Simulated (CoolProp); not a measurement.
Vapour-liquid equilibrium of propane (1) + R236FA (2) at 1.93 bar; x and y are mole fractions of (1).

Computed with CoolProp (multi-fluid Helmholtz-energy mixture model, Lemmon 2009 and Pan 2012; pair parameters Bell 2016).

**Question.** Give the bubble temperature and the first vapour's composition at x = 0.05, 0.425, 0.875. Is there an azeotrope?

**Answer.** x = 0.05: 274.6 K, y = 0.419; x = 0.425: 248.7 K, y = 0.849; x = 0.875: 246.9 K, y = 0.906. No azeotrope shows between x = 0.05 and 0.95.

Pair parameters are fitted to limited data, so mixtures are less certain than the pure fluids. With so large a gap from Raoult's law the liquid may split in two, which this calculation doesn't test in full.
